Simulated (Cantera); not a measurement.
A closed system holds: 1 mol Al, 0.65 mol I₂, a varied amount of N₂, equilibrated at 1225 K and 520 Pa.

These are equilibrium values from Cantera (NASA tables, ideal gas, pure condensed phases), not measurements of a reactor. Candidate condensed phases: Al, AlI₃, AlN, I₂; 10 gas species. Equilibrium is a limit: real reactors are often held back by kinetics, nucleation or transport.

x: gas mole fraction; n: condensed amount in mol.

```csv
n(N₂) (mol),x AlI₃,x I,x N₂,x AlI,x I₂,x Al₂I₆,n AlN(s)
0.23,0.669,0.0291,5.73e-10,0.302,4.73e-5,3.32e-6,0.460
0.32,0.630,[?],[?],[?],[?],[?],[?]
0.44,[?],0.546,[?],[?],0.0167,[?],0.723
0.61,0.223,0.543,0.217,0.000290,0.0165,3.70e-7,0.767
0.84,0.148,0.507,0.330,0.000220,0.0144,1.62e-7,0.804
1.2,0.0900,0.452,0.446,0.000168,0.0114,6.01e-8,0.843
1.6,0.0579,0.402,0.531,0.000137,0.00903,2.48e-8,0.873
```

Q: What belongs in the gaps?

A: 
- 0.44, x AlI₃: 0.340
- 0.44, x N₂: 0.0966
- 0.44, x AlI: 0.000437
- 0.44, x Al₂I₆: 8.60e-7
- 0.32, x I: 0.359
- 0.32, x N₂: 0.00228
- 0.32, x AlI: 0.00187
- 0.32, x I₂: 0.00720
- 0.32, x Al₂I₆: 2.94e-6
- 0.32, n AlN(s): 0.637
